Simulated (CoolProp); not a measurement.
Vapour pressure (MPa) of nitrous oxide: the reference equation beside estimates from Tc = 36.4 °C, pc = 7.245 MPa, ω = 0.161. Clausius-Clapeyron is anchored at -66.25 °C with a constant enthalpy of vaporisation of 15.31 kJ/mol.

Values from CoolProp's reference Helmholtz-energy equation of state, Lemmon 2006. It is a short technical equation, of lower accuracy than the large ones.

| T (°C) | reference | Lee-Kesler | Clausius-Clapeyron | van der Waals | Redlich-Kwong | Soave-Redlich-Kwong | Peng-Robinson |
|---|---|---|---|---|---|---|---|
| -81.25 | 0.1531 | 0.1528 | 0.1622 | 0.7585 | 0.2076 | 0.1532 | 0.1555 |
| -73.75 | 0.2268 | 0.2267 | 0.2327 | 0.9376 | 0.3015 | 0.2268 | 0.2288 |
| -66.25 | 0.3252 | 0.3255 | 0.3252 | 1.143 | 0.4239 | 0.3254 | 0.3265 |
| -58.75 | 0.4534 | 0.4542 | 0.4440 | 1.376 | 0.5794 | 0.4540 | 0.4535 |
| -51.15 | 0.6190 | 0.6205 | 0.5957 | 1.642 | 0.7753 | 0.6205 | 0.6177 |
| -43.65 | 0.8231 | 0.8253 | 0.7812 | 1.936 | 1.011 | 0.8263 | 0.8203 |
| -36.15 | 1.073 | 1.076 | 1.007 | 2.261 | 1.294 | 1.079 | 1.069 |
| -28.65 | 1.376 | 1.379 | 1.278 | 2.619 | 1.627 | 1.385 | 1.371 |
| -21.15 | 1.736 | 1.739 | 1.599 | 3.011 | 2.016 | 1.751 | 1.731 |
| -13.55 | 2.167 | 2.168 | 1.980 | 3.444 | 2.470 | 2.189 | 2.164 |
| -6.05 | 2.664 | 2.664 | 2.417 | 3.907 | 2.983 | 2.694 | 2.664 |
| 1.45 | 3.240 | 3.238 | 2.917 | 4.407 | 3.562 | 3.279 | 3.245 |
| 8.95 | 3.901 | 3.898 | 3.487 | 4.945 | 4.212 | 3.950 | 3.914 |
| 16.45 | 4.658 | 4.657 | 4.129 | 5.522 | 4.936 | 4.713 | 4.679 |
| 24.05 | 5.534 | 5.537 | 4.858 | 6.146 | 5.749 | 5.589 | 5.561 |

Absolute difference from the reference over all 15 rows, mean and median: Lee-Kesler 0.1 and 0.1 %, Clausius-Clapeyron 6.8 and 7.1 %, van der Waals 129.1 and 90.3 %, Redlich-Kwong 18.9 and 18.2 %, Soave-Redlich-Kwong 0.6 and 0.7 %, Peng-Robinson 0.4 and 0.3 %.
